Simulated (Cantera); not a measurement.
Charge: 1 mol SiCl4, 2.3 mol Cl2, 10 mol H2, held at 852 °C and 750 Torr.

These are equilibrium values from Cantera (NASA tables, ideal gas, pure condensed phases), not measurements of a reactor. Candidate condensed phases: Si; 19 gas species. The tables' values for SiCl3 are old estimates; treat these amounts as uncertain. Kinetics and transport are ignored.

Base state: H2 0.577, HCl 0.348, SiCl4 0.0729, SiHCl3 0.00210, SiCl3 0.000200 (mole fractions); condensed: gas only.

### Question
What changes in the equilibrium state with this change: Cl2 from 2.3 to 0.7 mol?

### Answer
| species | before | after |
|---|---|---|
| H2 | 0.577 | 0.786 |
| HCl | 0.348 | 0.129 |
| SiCl4 | 0.0729 | 0.0765 |
| SiHCl3 | 0.00210 | 0.00811 |
| SiH2Cl2 | 7.40e-6 | 0.000106 |
| SiCl2 | 6.75e-6 | 7.06e-5 |
| SiCl3 | 0.000200 | 0.000662 |

### Question
What changes in the equilibrium state with this change: temperature from 852 °C to 800 °C?

### Answer
| species | before | after |
|---|---|---|
| H2 | 0.577 | 0.577 |
| HCl | 0.348 | 0.347 |
| SiCl4 | 0.0729 | 0.0736 |
| SiCl3 | 0.000200 | 8.24e-5 |
| SiHCl3 | 0.00210 | 0.00150 |
